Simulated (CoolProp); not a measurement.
Values from CoolProp's reference Helmholtz-energy equation of state, Lemmon 2006. It is a short technical equation, of lower accuracy than the large ones.

### Question
Give the vapour pressure (bar), surface tension (mN/m), liquid conductivity (mW/(m K)) of saturated R142b at 246.2 K.

### Answer
| T (K) | p (bar) | surface tension (mN/m) | liquid conductivity (mW/(m K)) |
|---|---|---|---|
| 246.2 | 0.463 | 18.3 | 101 |

Thermal conductivity comes from a separate model (Huber 2003), an estimate that may be off by 10 % or more. Surface tension comes from a separate correlation (Mulero 2012).
